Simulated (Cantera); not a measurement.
Cantera run:

```python
import numpy as np
import cantera as ct

gas_names = """
    C CN CO CO2 C2 CCN CNC C2N2 C2O C3 C3O2 C4 C4N2 C5 N NCO NO NO2 NO3 N2 N2O O O2 O3 Si SiC SiC2 SiN
    SiO SiO2 Si2 Si2C Si2N Si3
""".split()
cond_names = """
    C(gr) Si(cr) Si(L) SiC(b) SiO2(Lqz) SiO2(hqz) SiO2(L) Si2N2O(s) Si3N4(a)
""".split()


# ... load() reads the species with a 1 bar reference pressure and builds the phases ...
atoms = {
    'Si': {'Si': 1},
    'CO2': {'C': 1, 'O': 2},
    'N2': {'N': 2},
}
top_T = {'C(gr)': 4500, 'SiC(b)': 3050, 'Si2N2O(s)': 2100, 'Si3N4(a)': 2400}  # K; cautious upper limits of use, not melting points


# ... equilibrate(T, P, feed) seeds the gas with the atoms and calls Mixture.equilibrate('TP', solver="vcs", rtol=1e-11, max_steps=5000) ...
results = []
feed = {'Si': 1, 'CO2': 0.059, 'N2': 100}  # mol
T = 2048  # K
for P in [0.1, 0.6, 3.6, 22, 130, 770, 4600, 28000, 170000, 1000000]:
    mix = equilibrate(T, P, feed)
    results.append((T, P, feed, dict(zip(mix.species_names, mix.species_moles))))

top = {s: max(r[3][s] / sum(r[3][g] for g in gas_names) for r in results) for s in gas_names}
cols = sorted((s for s in top if top[s] > 1e-05), key=lambda s: -top[s])[:9]
seen = [c for c in cond_names if any(r[3].get(c, 0) > 1e-12 for r in results)]
print("log10 of partial pressures in bar; condensed amounts in mol")
print(f"{'P/Pa':>10s}" + "".join(f"{s[:9]:>10s}" for s in cols + seen))
for T, P, feed, n in results:
    ng = sum(n[g] for g in gas_names)
    print(f"{P:10.4g}" + "".join(f"{np.log10(max(n[s] / ng * P / 1e5, 1e-99)):10.3f}" for s in cols)
          + "".join(f"{n.get(c, 0):10.4g}" for c in seen))
```

Output:

```
log10 of partial pressures in bar; condensed amounts in mol
      P/Pa        N2        Si       SiO        CO      Si2C      Si2N       SiN       Si2       Si3     Si(L)    SiC(b) Si2N2O(s)  Si3N4(a)
       0.1    -6.005    -8.031    -9.234    -9.234   -16.939   -15.477   -11.666   -13.876   -18.464         0         0         0         0
       0.6    -5.226    -7.253    -8.456    -8.456   -14.605   -13.532   -10.499   -12.320   -16.130         0         0         0         0
       3.6    -4.448    -6.475    -7.677    -7.678   -12.272   -11.587    -9.332   -10.764   -13.797         0         0         0         0
        22    -3.662    -5.691    -6.891    -6.892    -9.918    -9.624    -8.155    -9.195   -11.442         0         0         0         0
       130    -2.891    -4.926    -6.106    -6.134    -7.651    -7.710    -7.004    -7.666    -9.149         0         0         0         0
       770    -2.118    -4.210    -5.214    -5.540    -5.801    -5.891    -5.902    -6.234    -7.001         0         0         0         0
      4600    -1.339    -4.122    -4.416    -4.803    -5.598    -5.325    -5.424    -6.057    -6.736    0.6875    0.0191         0         0
   2.8e+04    -0.554    -4.122    -3.631    -4.018    -5.598    -4.932    -5.031    -6.057    -6.736    0.8512   0.02378         0         0
   1.7e+05     0.230    -4.620    -2.996    -2.997    -6.705    -5.537    -5.138    -7.053    -8.230         0         0         0    0.3129
     1e+06     1.000    -5.133    -2.504    -2.227    -7.967    -6.178    -5.266    -8.079    -9.770         0         0   0.02784    0.3043
```

Method: chemical equilibrium by Gibbs-energy minimisation in Cantera with the NASA 1993 tables (ideal gas, pure condensed phases). Mutual solubility and eutectic melting of coexisting phases are not modelled. The tables' values for SiN are old estimates; treat these amounts as uncertain.
